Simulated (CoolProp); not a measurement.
A single-stage vapour-compression cycle with isobutane: evaporating at 264.15 K (dew point), condensing at 301.15 K (bubble point), superheat 2 K, subcooling 2 K, compressor efficiency 0.7, no pressure losses. Each further row changes one setting.

Values from CoolProp's reference Helmholtz-energy equation of state, Bücker 2006.

```
case                              cooling COP  pressure ratio  discharge temperature (K)  refrigerating effect (kJ/kg)  volumetric capacity (kJ/m³)
--------------------------------  -----------  --------------  -------------------------  ----------------------------  ---------------------------
as stated                                4.32            3.39                      311.6                           284                          879
evaporating temperature 269.15 K            …               …                          …                           291                            …
condensing temperature 296.15 K          5.13            2.93                      306.1                           296                          916
subcooling 7 K                           4.50            3.39                      311.6                           296                          916
superheat 12 K                           4.37            3.39                      321.7                           300                          889
compressor efficiency 0.6                   …            3.39                      317.6                           284                          879
```

Q: Fill in the missing entries.

A: 
- evaporating temperature 269.15 K, cooling COP: 5.20
- evaporating temperature 269.15 K, pressure ratio: 2.81
- evaporating temperature 269.15 K, discharge temperature (K): 310.0
- evaporating temperature 269.15 K, volumetric capacity (kJ/m³): 1070
- compressor efficiency 0.6, cooling COP: 3.70
